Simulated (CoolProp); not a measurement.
Water along the isobar 1000 bar: Z from the reference equation and from simpler models built on Tc = 647.1 K, pc = 220.6 bar, ω = 0.344; each cubic takes its own stable root.

Computed with CoolProp (reference Helmholtz-energy equation of state, Wagner 2002).

```tsv
T (K)	phase	reference
576.7	liquid	0.4587
607.6	liquid	0.4560
638.5	liquid	0.4573
669.4	supercritical	0.4634
700.3	supercritical	0.4751
731.2	supercritical	0.4933
762.1	supercritical	0.5193
793	supercritical	0.5530
```

Q: How far does each simpler model (van der Waals, Peng-Robinson) lie from the reference over these 8 states: mean and median of the absolute difference, and the worst?

A: 
- van der Waals: mean 71.2 %, median 74.0 %, worst +91.5 % at 576.7 K and 1000 bar
- Peng-Robinson: mean 28.4 %, median 28.7 %, worst +30.4 % at 731.2 K and 1000 bar
